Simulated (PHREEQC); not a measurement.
Solution (50 °C): 0.013 mol/kgw NaOH. Closed to the air; pH follows from the charge balance.

All values are PHREEQC results (ion-association model, phreeqc.dat), not measurements.

Precipitation was switched off in this run.

Q: What pH, specific conductance does the model give?

A: pH 11.32; specific conductance 4830 µS/cm.

Complexes and solids missing from the database can't appear. Constants without temperature data keep their 25 °C values here.
